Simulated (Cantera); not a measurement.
A perfectly stirred reactor is fed with 12.5 % C3H8, 87.5 % H2, at 15.8 Torr; it is held at 1175 K, and followed from long to short residence time.

Computed with Cantera and GRI-Mech 3.0 (53 species, 325 reactions). GRI-Mech 3.0 was tuned for natural gas; its chemistry of propane as a main component is partial and can be far from experiment. GRI-Mech 3.0 stops at C3 and has no aromatics, soot or wall deposition, so with more carbon than oxygen in the feed, carbon stays in small species such as C2H2 where larger ones or solid carbon would form. Radical loss at walls, strong at low pressure, is not modelled.

x: mole fraction; the columns are a selection and need not sum to one.

| τ (s) | x C3H8 | x H2 | x CH3 | x CH2 | x H |
|---|---|---|---|---|---|
| 3.6 | 0.00153 | 0.785 | ? | 5.84e-10 | 1.85e-5 |
| 1.2 | 0.00346 | 0.784 | ? | 1.18e-9 | 2.48e-5 |
| 0.39 | 0.00808 | 0.786 | ? | 2.49e-9 | 3.21e-5 |
| 0.13 | 0.0191 | 0.794 | ? | 5.17e-9 | 3.72e-5 |
| 0.041 | 0.0467 | 0.815 | ? | 1.01e-8 | 3.56e-5 |
| 0.013 | 0.0864 | 0.846 | 0.000445 | 1.42e-8 | 2.96e-5 |
| 0.0044 | 0.112 | 0.865 | 0.000413 | 1.23e-8 | 2.26e-5 |
| 0.0014 | 0.122 | 0.873 | ? | 4.60e-9 | 1.25e-5 |
| 0.00047 | 0.125 | 0.875 | ? | 6.23e-10 | 4.88e-6 |

**Question.** Complete the blanks.

**Answer.** 
- 3.6, x CH3: 5.46e-5
- 1.2, x CH3: 8.17e-5
- 0.39, x CH3: 0.000129
- 0.13, x CH3: 0.000211
- 0.041, x CH3: 0.000344
- 0.0014, x CH3: 0.000239
- 0.00047, x CH3: 8.77e-5
